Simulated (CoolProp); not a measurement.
Computed with CoolProp (reference Helmholtz-energy equation of state, Thol 2015).

**Question.** Give the vapour pressure (MPa), vapour density (kg/m³), enthalpy of vaporisation (kJ/kg) of saturated 1,2-dichloroethane at 384.6 K.

**Answer.** 
```json
[
 {"T (K)": "384.6", "p (MPa)": "0.226", "vapour density (kg/m³)": "7.40", "enthalpy of vaporisation (kJ/kg)": "308"}
]
```
